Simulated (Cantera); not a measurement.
A closed system holds: 1 mol SiC, 0.054 mol N2O, 29 mol H2, held at 0.790 bar.

These are equilibrium values from Cantera (NASA tables, ideal gas, pure condensed phases), not measurements of a reactor. Candidate condensed phases: C, C6H6, C7H8, C8H18, H2O, Si, SiC, SiO2, Si2N2O, Si3N4; 151 gas species. Mutual solubility and eutectic melting of coexisting phases are not modelled. The numbers say what is thermodynamically allowed, not how fast it happens. All values below are at 1473 K.

Base state: H2 0.997, CH4 0.00154, CO 0.000718, N2 0.000714, HCN 1.55e-5, H 1.42e-5 (mole fractions); condensed: SiC(s) + Si2N2O(s).

What changes in the equilibrium state with this change: pressure from 0.790 bar to 14.0 mbar?


| species | before | after |
|---|---|---|
| H2 | 0.997 | 0.997 |
| N2 | 0.000714 | 0.00152 |
| CO | 0.000718 | 0.00109 |
| CH4 | 0.00154 | 2.75e-6 |
| SiO | 2.81e-6 | 0.000423 |
| H | 1.42e-5 | 0.000107 |
| HCN | 1.55e-5 | 2.28e-6 |
| SiC(s), mol | 0.934 | 0.968 |
| Si2N2O(s), mol | 0.0331 | 0.00984 |

What changes in the equilibrium state with this change: SiC replaced by Si3N4?


```
species           before    after
--------------  --------  -------
H2                 0.997    0.998
N2              0.000714  0.00248
H                1.42e-5  1.42e-5
CH4              0.00154        0
CO              0.000718        0
HCN              1.55e-5        0
SiC(s), mol        0.934        0
Si2N2O(s), mol    0.0331   0.0540
Si3N4(s), mol          0    0.964
```
